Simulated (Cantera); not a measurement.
Low-pressure radical oxidation in H2/O2

An isothermal, constant-pressure homogeneous reactor starts with H2 : O2 : N2 = 0.44 : 1 : 0.12 (molar parts), equivalence ratio 0.22, at 975 K and 450 Pa.

Computed with Cantera and the H2/O2 subset of GRI-Mech 3.0, which has no nitrogen chemistry. Radical loss at walls, strong at low pressure, is not modelled. The temperature is held fixed by assumption; the heat of reaction is taken as removed at once.

```tsv
t (s)	x H2	x O2	x H2O	x HO2	x H
4.00e-5	0.282	0.641	<1e-12	1.17e-11	1.15e-11
0.000159	0.282	0.641	3.09e-12	4.68e-11	4.54e-11
0.000634	0.282	0.641	1.04e-10	1.87e-10	2.33e-10
0.00252	0.282	0.641	8.45e-9	7.81e-10	6.95e-9
0.0100	0.280	0.640	0.00164	1.87e-6	0.00123
0.0400	0.0110	0.547	0.259	5.85e-6	0.0659
0.159	0.00107	0.580	0.325	5.27e-6	0.00148
0.634	3.23e-5	0.582	0.328	9.28e-7	7.15e-6
2.52	2.19e-6	0.582	0.328	1.04e-7	1.58e-7
10.0	2.93e-7	0.582	0.328	1.72e-8	9.06e-9
40.0	5.43e-8	0.582	0.328	3.59e-9	7.80e-10
```
x: mole fraction; the columns are a selection and need not sum to one.

Equilibrium at this temperature and pressure: H2 2.63e-10, O2 0.582, H2O 0.328, HO2 6.23e-10, H <1e-12 (gas phase only).
